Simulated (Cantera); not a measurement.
Charge: 1 mol Pb, 0.084 mol H₂O, 78 mol N₂, equilibrated at 0.610 bar.

Equilibrium computed with Cantera from the NASA thermochemical tables; the gas is ideal and each condensed phase is pure. Candidate condensed phases: H₂O, Pb, PbO, PbO₂, Pb₃O₄; 27 gas species. Rates play no part.

x: gas mole fraction; n: condensed amount in mol.

```csv
T (K),x N₂,x Pb,x H₂O,x H₂,x PbO,x Pb₂,x H,n Pb(s),n Pb(l)
600,0.999,8.46e-12,0.00108,1.98e-8,<1e-12,<1e-12,<1e-12,1.000,0
700,0.999,1.83e-9,0.00108,3.91e-8,<1e-12,<1e-12,<1e-12,0,1.000
800,0.999,1.01e-7,0.00108,6.79e-8,1.15e-10,<1e-12,<1e-12,0,1.000
900,0.999,2.24e-6,0.00108,1.07e-7,1.22e-8,1.33e-12,<1e-12,0,1.000
1000,0.999,2.66e-5,0.00108,2.81e-7,2.81e-7,8.36e-11,1.54e-12,0,0.998
1100,0.999,0.000199,0.00107,1.50e-6,1.50e-6,2.42e-9,4.05e-11,0,0.984
1200,0.998,0.00105,0.00107,6.03e-6,6.03e-6,3.93e-8,6.20e-10,0,0.917
1300,0.995,[?],0.00105,[?],[?],[?],[?],0,[?]
1400,0.986,0.0126,0.00101,4.90e-5,4.90e-5,2.34e-6,4.36e-8,0,0
1500,0.986,0.0126,0.000993,[?],[?],[?],[?],0,0
1600,0.986,0.0125,0.000969,9.31e-5,9.28e-5,1.20e-6,6.72e-7,0,0
1700,0.986,0.0125,0.000940,0.000121,0.000120,9.11e-7,2.07e-6,0,0
```

**Question.** Complete the blanks.

**Answer.** 
- 1300, x Pb: 0.00430
- 1300, x H₂: 1.94e-5
- 1300, x PbO: 1.94e-5
- 1300, x Pb₂: 4.10e-7
- 1300, x H: 6.24e-9
- 1300, n Pb(l): 0.661
- 1500, x H₂: 6.91e-5
- 1500, x PbO: 6.91e-5
- 1500, x Pb₂: 1.65e-6
- 1500, x H: 1.87e-7
